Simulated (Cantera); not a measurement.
An isothermal, constant-pressure homogeneous reactor starts with 58.5 % CH4, 29.8 % CO2, 11.7 % H2, at 1848 K and 0.350 bar.

Detailed kinetics in Cantera: GRI-Mech 3.0 (53 species, 325 reactions). GRI-Mech 3.0 stops at C3 and has no aromatics, soot or wall deposition, so with more carbon than oxygen in the feed, carbon stays in small species such as C2H2 where larger ones or solid carbon would form.

x: mole fraction; the columns are a selection and need not sum to one.

```
t (s)       x CH4    x CO2   x H2     x CH3     x HCO     x C2H
--------  -------  -------  -----  --------  --------  --------
2.00e-5     0.583    0.298  0.118   0.00142  5.71e-10    <1e-12
0.000103    0.570    0.296  0.124   0.00567   1.31e-7  9.78e-10
0.000532      ___      ___    ___       ___       ___       ___
0.00274     0.166    0.164  0.426   0.00314   1.72e-7   1.34e-6
0.0141        ___      ___  0.450       ___       ___       ___
0.0729     0.0146   0.0113  0.508  0.000384   3.73e-8   1.83e-6
0.376     0.00682  0.00296  0.580  0.000163   3.85e-8   1.12e-6
1.94      0.00195  2.40e-5  0.605   4.55e-5   4.04e-8   9.29e-7
10.0      0.00184  8.94e-8  0.605   4.28e-5   4.04e-8   9.28e-7
```

### Question
Fill in the missing entries.

### Answer

- 0.000532, x CH4: 0.417
- 0.000532, x CO2: 0.264
- 0.000532, x H2: 0.241
- 0.000532, x CH3: 0.00745
- 0.000532, x HCO: 5.43e-7
- 0.000532, x C2H: 3.27e-7
- 0.0141, x CH4: 0.0342
- 0.0141, x CO2: 0.0308
- 0.0141, x CH3: 0.000875
- 0.0141, x HCO: 4.82e-8
- 0.0141, x C2H: 2.21e-6
